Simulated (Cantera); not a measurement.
Charge: 1 mol CuO, 82 mol H2, held at 1023 K and 0.133 bar.

Cantera equilibrium calculation (NASA polynomials, part measured and part estimated; ideal gas, pure solids and liquids). Candidate condensed phases: Cu, CuO, Cu(OH)2, Cu2O, H2O; 12 gas species. Kinetics and transport are ignored.

Q: What is the equilibrium state?

A: 
- x(H2) = 0.988
- x(H2O) = 0.0122
- n(Cu(s)) = 1.00 mol
- gas amount = 82.00 mol
- log10 activity of Cu(OH)2(s) (absent) = -14.38
